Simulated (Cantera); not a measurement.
A closed system holds: 1 mol Si₃N₄, 0.023 mol N₂O, 6.5 mol H₂, equilibrated at 1850 K and 6.30 Torr.

Method: chemical equilibrium by Gibbs-energy minimisation in Cantera with the NASA 1993 tables (ideal gas, pure condensed phases). Candidate condensed phases: H₂O, Si, SiO₂, Si₂N₂O, Si₃N₄; 35 gas species. The tables' values for SiN are old estimates; treat these amounts as uncertain. Gases not in the tables: Si₂H₆ and higher silanes. Kinetics and transport are ignored.

Base state: H₂ 0.755, N₂ 0.236, H 0.00511, SiO 0.00268, Si 0.000768, SiH 6.06e-5, SiH₂ 3.18e-5, Si₂N 2.00e-5 (mole fractions); condensed: Si(l).

Task: What changes in the equilibrium state with this change: temperature from 1850 K to 1175 K?

Result: 
```
species           before    after
--------------  --------  -------
H₂                 0.755    0.995
N₂                 0.236  0.00470
H                0.00511  1.33e-6
SiO              0.00268    <1e-9
Si              0.000768    <1e-9
SiH              6.06e-5    <1e-9
SiH₂             3.18e-5    <1e-9
Si₂N             2.00e-5    <1e-9
Si(l), mol          2.97        0
Si₂N₂O(s), mol         0   0.0230
Si₃N₄(s), mol          0    0.985
```
Mutual solubility and eutectic melting of coexisting phases are not modelled.
